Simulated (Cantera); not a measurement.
## Equilibrium for chlorosilane synthesis and conversion: Si + Cl₂ + H₂

Charge: 1 mol Si, 1.7 mol Cl₂, 2.2 mol H₂.

These are equilibrium values from Cantera (NASA tables, ideal gas, pure condensed phases), not measurements of a reactor. Candidate condensed phases: Si; 19 gas species. The tables' values for SiCl₃ are old estimates. The numbers say what is thermodynamically allowed, not how fast it happens.

Question: Map the stable condensed phases over T = 1223, 1248, 1273, 1298, 1323, 1348, 1373, 1398, 1423, 1448, 1473, 1498 K and P in Pa = 10000, 19000, 36000, 67000, 130000, 240000, 450000, 840000, 1600000, 3000000.

Answer: 
```
T in K \ P in Pa
           10000   19000   36000   67000  130000  240000  450000  840000 1600000 3000000
   1498        A       A       A       A       B       B       B       B       B       B
   1473        A       A       A       A       B       B       B       B       B       B
   1448        A       A       A       B       B       B       B       B       B       B
   1423        A       A       B       B       B       B       B       B       B       B
   1398        A       B       B       B       B       B       B       B       B       B
   1373        B       B       B       B       B       B       B       B       B       B
   1348        B       B       B       B       B       B       B       B       B       B
   1323        B       B       B       B       B       B       B       B       B       B
   1298        B       B       B       B       B       B       B       B       B       B
   1273        B       B       B       B       B       B       B       B       B       B
   1248        B       B       B       B       B       B       B       B       B       B
   1223        B       B       B       B       B       B       B       B       B       B
```
A: gas only; B: Si.
